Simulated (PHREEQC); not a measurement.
Solution (25 °C): 0.28 mol KH2PO4 and 5.3e-05 mol HNO3 per kg of water. Closed to the air; pH follows from the charge balance.

Computed with PHREEQC (ion-association model, wateq4f.dat).

Each row changes one thing in this solution. No solid was allowed to form.

```json
[
 {"case": "as made", "pH": "4.36", "ionic strength (mol/kgw)": "0.281"},
 {"case": "KH2PO4 replaced by K2CO3 at the same molality", "pH": "11.50", "ionic strength (mol/kgw)": "0.835"},
 {"case": "temperature from 25 to 70 °C", "pH": "4.39", "ionic strength (mol/kgw)": "0.281"},
 {"case": "HNO3 left out", "pH": "4.37", "ionic strength (mol/kgw)": "0.281"},
 {"case": "HNO3 from 5.3e-05 to 5.3e-06 mol/kgw", "pH": "4.37", "ionic strength (mol/kgw)": "0.281"},
 {"case": "KH2PO4 replaced by KOH at the same molality", "pH": "13.28", "ionic strength (mol/kgw)": "0.280"},
 {"case": "KH2PO4 replaced by KBr at the same molality", "pH": "4.38", "ionic strength (mol/kgw)": "0.280"}
]
```

The ionic strength passes 0.7 mol/kgw, the rough limit of the ion-association models, in KH2PO4 replaced by K2CO3 at the same molality. H3PO4, which wateq4f.dat lacks, is added to it with the constant of phreeqc.dat. At this temperature some constants are extrapolated from 25 °C, and those without enthalpy data are left unchanged.
